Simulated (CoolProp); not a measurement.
cis-2-butene along the isobar 4.92 MPa: density (kg/m³) from the reference equation and from simpler models built on Tc = 435.8 K, pc = 4.236 MPa, ω = 0.202; each cubic takes its own stable root.

Values from CoolProp's reference Helmholtz-energy equation of state, Lemmon 2005. It is a short technical equation, of lower accuracy than the large ones.

```
T (K)          phase  reference
-----  -------------  ---------
307.8         liquid      611.4
325.9         liquid      589.8
344           liquid      566.9
362.1         liquid      541.8
380.2         liquid      513.9
398.3         liquid      481.2
416.4         liquid      439.9
434.5         liquid      374.7
452.6  supercritical      162.9
470.7  supercritical      118.9
488.8  supercritical      101.4
506.9  supercritical      90.48
525    supercritical      82.67
```

### Question
How far does each simpler model (Redlich-Kwong, Soave-Redlich-Kwong) lie from the reference over these 13 states: mean and median of the absolute difference, and the worst?

### Answer
- Redlich-Kwong: mean 8.6 %, median 10.1 %, worst -18.8 % at 434.5 K and 4.92 MPa
- Soave-Redlich-Kwong: mean 8.0 %, median 7.6 %, worst -18.6 % at 434.5 K and 4.92 MPa
